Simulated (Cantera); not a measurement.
A perfectly stirred reactor is fed with H2 : O2 = 0.41 : 1 (molar parts), at 3800 Pa; it is held at 1423 K, and followed from long to short residence time.

Cantera simulation using the H2/O2 subset of GRI-Mech 3.0, which has no nitrogen chemistry; the numbers are that mechanism's predictions, not measurements. Radical loss at walls, strong at low pressure, is not modelled. The temperature is held fixed by assumption; the heat of reaction is taken as removed at once.

### Question
Predict: x(H2) at τ = 16.0 s; x(O2) at τ = 16.0 s; x(O) at τ = 16.0 s; x(OH) at τ = 16.0 s; x(HO2) at τ = 16.0 s; x(H2) at τ = 61.0 ms; x(O2) at τ = 61.0 ms; x(O) at τ = 61.0 ms; x(OH) at τ = 61.0 ms; x(HO2) at τ = 61.0 ms.

### Answer
```
Quantity                  Value
---------------------  --------
x(H2) at τ = 16.0 s     6.11e-5
x(O2) at τ = 16.0 s       0.659
x(O) at τ = 16.0 s     0.000192
x(OH) at τ = 16.0 s     0.00125
x(HO2) at τ = 16.0 s    8.62e-7
x(H2) at τ = 61.0 ms    0.00242
x(O2) at τ = 61.0 ms      0.650
x(O) at τ = 61.0 ms     0.00815
x(OH) at τ = 61.0 ms    0.00806
x(HO2) at τ = 61.0 ms   1.30e-5
```
